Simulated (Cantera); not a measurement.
Premixed flame

A freely propagating, adiabatic, planar premixed flame of C2H4 : O2 : N2 : CO2 = 1 : 4.62 : 13.8 : 0.6 (molar parts), unburnt at 323 K and 128 Torr; mixture-averaged transport, grid criteria slope 0.08 and curve 0.16, no radiation.

Detailed kinetics in Cantera: GRI-Mech 3.0 (53 species, 325 reactions). GRI-Mech 3.0 was tuned for natural gas; its chemistry of ethylene as a main component is partial and can be far from experiment. Burning velocities carry a grid error of a few per cent, more on coarse grids.

| z (mm) | T (K) | u (m/s) | x C2H4 | x O2 | x CO2 | x O | x H2O | x OH |
|---|---|---|---|---|---|---|---|---|
| -4.47 | 323 | 0.880 | 0.0499 | 0.231 | 0.0300 | <1e-8 | 8.15e-7 | <1e-8 |
| -2.98 | 323 | 0.881 | 0.0499 | 0.231 | 0.0300 | <1e-8 | 1.58e-5 | <1e-8 |
| -2.24 | 324 | 0.885 | 0.0499 | 0.230 | 0.0299 | <1e-8 | 0.000119 | 4.19e-8 |
| -1.49 | 335 | 0.917 | 0.0497 | 0.229 | 0.0299 | <1e-8 | 0.00110 | 6.97e-7 |
| -0.745 | 586 | 1.62 | 0.0428 | 0.211 | 0.0314 | 3.87e-6 | 0.0191 | 0.000118 |
| -0.373 | 988 | 2.77 | 0.0267 | 0.177 | 0.0371 | 0.000105 | 0.0452 | 0.000765 |
| 0 | 1368 | 3.88 | 0.00820 | 0.138 | 0.0477 | 0.00118 | 0.0700 | 0.00249 |
| 0.373 | 1547 | 4.41 | 0.000858 | 0.114 | 0.0593 | 0.00473 | 0.0825 | 0.00457 |
| 0.745 | 1593 | 4.53 | 3.57e-5 | 0.103 | 0.0692 | 0.00837 | 0.0860 | 0.00573 |
| 1.49 | 1630 | 4.62 | 6.52e-8 | 0.0948 | 0.0837 | 0.0111 | 0.0855 | 0.00677 |
| 2.98 | 1680 | 4.73 | <1e-8 | 0.0892 | 0.0974 | 0.0118 | 0.0838 | 0.00766 |
| 5.96 | 1744 | 4.88 | <1e-8 | 0.0866 | 0.104 | 0.0107 | 0.0850 | 0.00813 |
| 11.9 | 1820 | 5.07 | <1e-8 | 0.0852 | 0.108 | 0.00834 | 0.0880 | 0.00811 |
x: mole fraction of selected species; z is measured from the peak of heat release.

| Item | Result |
|---|---|
| laminar burning velocity | 88.0 cm/s |
| thermal thickness | 1.49 mm |
| peak x(O) | 0.0118 |
| peak x(OH) | 0.00818 |
| grid points | 154 |
